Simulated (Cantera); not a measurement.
Mixture: H2 : O2 : N2 = 1 : 1 : 6.4 (molar parts), equivalence ratio 0.50, at 0.760 atm, adiabatic and at constant pressure. Ignition delay is the time to a rise of 400 K.

Detailed kinetics in Cantera: the H2/O2 subset of GRI-Mech 3.0, which has no nitrogen chemistry. Where the delays flatten at high temperature, the 400 K rule measures the pace of heat release, not the induction time.

Question: Predict: delay at 1125 K; delay at 1175 K; delay at 1225 K; delay at 1275 K; delay at 1325 K; delay at 1375 K.

Answer: 
```json
{
 "delay at 1125 K": "0.161 ms",
 "delay at 1175 K": "0.128 ms",
 "delay at 1225 K": "0.108 ms",
 "delay at 1275 K": "95.6 µs",
 "delay at 1325 K": "88.6 µs",
 "delay at 1375 K": "85.2 µs"
}
```
